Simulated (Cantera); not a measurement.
## Aluminium nitride and oxide growth: Al + HCl + N₂ + NH₃

Feed: 1 mol Al, 1.1 mol HCl, a varied amount of N₂, 0.79 mol NH₃, equilibrated at 1573.15 K and 1000 Pa.

These are equilibrium values from Cantera (NASA tables, ideal gas, pure condensed phases), not measurements of a reactor. Candidate condensed phases: Al, AlCl₃, AlN, NH₄Cl; 20 gas species. The tables' values for AlCl₂ are old estimates; treat these amounts as uncertain. Equilibrium is a limit: real reactors are often held back by kinetics, nucleation or transport.

From 95 mol N₂ to 690 mol N₂ the condensed part is AlN(s). The main Al-bearing gas is AlCl throughout. The share of Al in condensed phases is highest at 95 mol N₂ (31.9 %) and lowest at 690 mol N₂ (9.7 %).

```csv
n(N₂) (mol),log p N₂,log p H₂,log p AlCl,log p HCl,log p AlCl₂,log p AlCl₃,log p H,log p Cl,n AlN(s)
95,-2.01,-3.79,-4.21,-4.50,-5.26,-5.53,-6.29,-7.10,0.319
130,-2.01,-3.92,-4.31,-4.66,-5.45,-5.81,-6.35,-7.19,0.279
180,-2.01,-4.06,-4.41,-4.83,-5.65,-6.12,-6.42,-7.29,0.238
260,-2.00,-4.21,-4.54,-5.03,-5.90,-6.49,-6.50,-7.42,0.194
360,-2.00,-4.35,-4.65,-5.22,-6.13,-6.83,-6.57,-7.53,0.159
500,-2.00,-4.49,-4.77,-5.41,-6.37,-7.20,-6.63,-7.65,0.126
690,-2.00,-4.63,-4.89,-5.60,-6.62,-7.56,-6.70,-7.77,0.0971
```
log p: log10 of the partial pressure in bar; n: condensed amount in mol.
